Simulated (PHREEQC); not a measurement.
Dissolve 5.5 mmol/kgw ZnSO4, 1.1 mmol/kgw CaCl2 and 0.036 mmol/kgw Na2SO4 at 25 °C. Closed to the air; pH follows from the charge balance.

Model: ion-association model, phreeqc.dat, run in PHREEQC.

No solid was allowed to form.

Task: Order these S species by the share of S that they hold, largest first: Zn(SO4)2-2, ZnSO4, CaSO4, SO4-2.

Result: SO4-2 (71 %), ZnSO4 (24 %), CaSO4 (3.9 %), Zn(SO4)2-2 (1.5 %)

The pH is 5.81 and the ionic strength 0.0191 mol/kgw. Species that the database lacks are ignored.
